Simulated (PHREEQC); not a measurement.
**Leach liquor (model solution)**

A solution holds 0.037 mol H2SO4 and 0.00026 mol NiSO4 per kg of water, at 25 °C. It is in equilibrium with CO2 at log p = -3.4 (atm). Otherwise closed; pH follows from the charge balance.

The numbers come from PHREEQC with the ion-association model, wateq4f.dat.

Precipitation was switched off in this run.

**Question.** Predict the pH, ionic strength.

**Answer.** pH 1.39; ionic strength 0.0609 mol/kgw.

**Question.** In which forms is S present?

**Answer.** HSO4- 68 %, SO4-2 32 % of the S.
